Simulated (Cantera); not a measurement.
A closed system holds: 1 mol C2H6, 54 mol H2, equilibrated at 2677 °C and 80.0 Pa.

Cantera equilibrium calculation (NASA polynomials, part measured and part estimated; ideal gas, pure solids and liquids). Candidate condensed phases: C, C6H6, C7H8, C8H18; 76 gas species. The numbers say what is thermodynamically allowed, not how fast it happens.

Base state: H 0.948, H2 0.0394, C 0.00834, C3 0.00221, C2 0.00104, C2H 0.000371, C2H2 (acetylene) 9.66e-5, CH 2.29e-5 (mole fractions); condensed: gas only.

Q: What changes in the equilibrium state with this change: H2 from 54 to 11 mol?

A: 
```
species             before     after
----------------  --------  --------
H                    0.948     0.926
H2                  0.0394    0.0376
C                  0.00834    0.0158
C3                 0.00221    0.0150
C5                 1.58e-6   3.83e-5
C4                 1.38e-6   1.77e-5
C2                 0.00104   0.00372
C2H               0.000371   0.00130
C2H2 (acetylene)   9.66e-5  0.000330
```
